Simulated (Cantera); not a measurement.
A perfectly stirred reactor is fed with 5.10 % CH4, 20.0 % O2, 74.9 % N2, at 6.90 bar; it is adiabatic with a 300 K inlet, and is followed from long to short residence time, starting on the burning branch (τ in s: 0.078, 0.034, 0.015, 0.0067, 0.0029, 0.0013, 0.00057, 0.00025, 0.00011, 4.9e-05, 2.2e-05, 9.5e-06, 4.2e-06).

Model: GRI-Mech 3.0 (53 species, 325 reactions), integrated in Cantera.

Task: Predict: blow-out, bracketed by the residence times tried; x(CH4) at τ = 78.0 ms; x(O2) at τ = 78.0 ms; x(NO) at τ = 78.0 ms; x(NO2) at τ = 78.0 ms; x(CO2) at τ = 78.0 ms; x(CH4) at τ = 0.570 ms; x(O2) at τ = 0.570 ms.

Result: 
- blow-out, bracketed by the residence times tried = burning at 6.70 ms, out at 2.90 ms
- x(CH4) at τ = 78.0 ms = 3.83e-5
- x(O2) at τ = 78.0 ms = 0.0981
- x(NO) at τ = 78.0 ms = 3.98e-7
- x(NO2) at τ = 78.0 ms = 2.89e-8
- x(CO2) at τ = 78.0 ms = 0.0506
- x(CH4) at τ = 0.570 ms = 0.0510
- x(O2) at τ = 0.570 ms = 0.200
